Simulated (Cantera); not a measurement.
# Thermodynamics of hydrogen reduction and annealing atmospheres, feed FeS2 + H2

Charge: 1 mol FeS2, 2900 mol H2, at 200 Pa.

These are equilibrium values from Cantera (NASA tables, ideal gas, pure condensed phases), not measurements of a reactor. Candidate condensed phases: Fe, FeS, FeS2, S; 8 gas species. Rates play no part.

| T (K) | x H2 | x H2S | x H | x Fe | x SH | x S2 | n Fe(α) | n Fe(γ) |
|---|---|---|---|---|---|---|---|---|
| 948 | 0.999 | 0.000690 | 1.17e-8 | <1e-12 | 3.15e-8 | 3.95e-9 | 1.00 | 0 |
| 1023 | 0.999 | 0.000689 | 9.25e-8 | 2.24e-11 | 1.45e-7 | 2.10e-8 | 1.00 | 0 |
| 1098 | 0.999 | 0.000689 | 5.53e-7 | 5.82e-10 | 5.44e-7 | 8.90e-8 | 1.000 | 0 |
| 1173 | 0.999 | 0.000687 | 2.64e-6 | 9.81e-9 | 1.72e-6 | 3.13e-7 | 1.000 | 0 |
| 1248 | 0.999 | 0.000683 | 1.04e-5 | 1.17e-7 | 4.72e-6 | 9.43e-7 | 0 | 1.000 |
| 1323 | 0.999 | 0.000673 | 3.54e-5 | 1.04e-6 | 1.15e-5 | 2.46e-6 | 0 | 0.997 |
| 1398 | 0.999 | 0.000653 | 0.000106 | 7.29e-6 | 2.48e-5 | 5.60e-6 | 0 | 0.979 |
| 1473 | 0.999 | 0.000617 | 0.000283 | 4.18e-5 | 4.83e-5 | 1.11e-5 | 0 | 0.879 |
| 1548 | 0.998 | 0.000561 | 0.000688 | 0.000201 | 8.43e-5 | 1.87e-5 | 0 | 0.416 |
x: gas mole fraction; n: condensed amount in mol.

From 948 K to 1173 K the condensed part is Fe(α). From 1248 K to 1548 K the condensed part is Fe(γ).
